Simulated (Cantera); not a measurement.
A closed system holds: 1 mol Si, 0.27 mol O2, 5.5 mol N2, 0.015 mol N2O, at 1100 K and 36000 Pa.

Method: chemical equilibrium by Gibbs-energy minimisation in Cantera with the NASA 1993 tables (ideal gas, pure condensed phases). Candidate condensed phases: Si, SiO2, Si2N2O, Si3N4; 16 gas species. Mutual solubility and eutectic melting of coexisting phases are not modelled. The numbers say what is thermodynamically allowed, not how fast it happens.

Base state: N2 1.00 (mole fractions); condensed: SiO2(β-quartz) + Si2N2O(s).

Q: What changes in the equilibrium state with this change: temperature from 1100 K to 2050 K?

A: 
```csv
species,before,after
N2,1.00,0.972
SiO,<1e-9,0.0275
Si,<1e-9,0.000199
Si2N,<1e-9,3.16e-5
SiN,<1e-9,2.72e-5
"SiO2(β-quartz), mol",0.0367,0
"Si2N2O(s), mol",0.482,0.411
"Si3N4(s), mol",0,0.0107
```
The tables' values for SiN are old estimates; treat these amounts as uncertain.
